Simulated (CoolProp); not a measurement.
Properties of isohexane along the isotherm 15.45 °C.

The numbers come from the reference Helmholtz-energy equation of state, Lemmon 2006 in CoolProp. It is a short technical equation, of lower accuracy than the large ones.

| p (MPa) | phase | density (kg/m³) | cp (kJ/(kg K)) | isothermal compressibility (1/MPa) | expansivity (1/kK) | fugacity coefficient |
|---|---|---|---|---|---|---|
| 0.0144 | gas | 0.5230 | … | 70.24 | 3.614 | 0.9889 |
| 0.0328 | liquid | 657.2 | 2.190 | 0.001667 | 1.378 | … |
| 0.0748 | liquid | 657.3 | 2.190 | … | 1.377 | 0.2475 |
| 0.17 | liquid | 657.4 | 2.190 | 0.001663 | … | 0.1095 |
| 0.387 | liquid | 657.6 | 2.190 | 0.001657 | 1.372 | 0.04865 |
| 0.881 | liquid | 658.2 | … | 0.001642 | 1.365 | … |
| 2.01 | liquid | 659.4 | 2.186 | 0.001610 | 1.348 | 0.01023 |
| 4.56 | liquid | … | 2.180 | 0.001543 | 1.313 | 0.005182 |

Problem. Some entries are withheld; supply them.

Solution. 
- 0.0144, cp (kJ/(kg K)): 1.617
- 0.0328, fugacity coefficient: 0.5630
- 0.0748, isothermal compressibility (1/MPa): 0.001666
- 0.17, expansivity (1/kK): 1.376
- 0.881, cp (kJ/(kg K)): 2.188
- 0.881, fugacity coefficient: 0.02196
- 4.56, density (kg/m³): 662.0
